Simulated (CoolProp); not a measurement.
Vapour-liquid equilibrium of CHF3 (R23) (1) + sulfur hexafluoride (2) at 230 K; x and y are mole fractions of (1).

The numbers come from the multi-fluid Helmholtz-energy mixture model, Penoncello 2003 and Guder 2009; pair parameters Bell 2016 in CoolProp.

**Question.** Give the bubble pressure and the first vapour's composition at x = 0.05, 0.2, 0.875. Is there an azeotrope?

**Answer.** x = 0.05: 0.3800 MPa, y = 0.226; x = 0.2: 0.5199 MPa, y = 0.479; x = 0.875: 0.6533 MPa, y = 0.858. y crosses x between x = 0.725 and 0.8: the model has an azeotrope there.

The pair parameters rest on a limited set of measurements; away from them the model extrapolates.
